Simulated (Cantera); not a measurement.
A closed system holds: 1 mol Cr2O3, 0.4 mol H2, 3.7 mol H2O, equilibrated at 0.100 bar.

Cantera equilibrium calculation (NASA polynomials, part measured and part estimated; ideal gas, pure solids and liquids). Candidate condensed phases: Cr, Cr2O3, H2O; 13 gas species. Kinetics and transport are ignored.

Problem. At 1650 K, list the 4 most abundant gas species with their mole fractions, and the condensed phases.

Solution. H2O 0.902, H2 0.0975, H 8.97e-5, OH 3.75e-5. Condensed: Cr2O3(s).
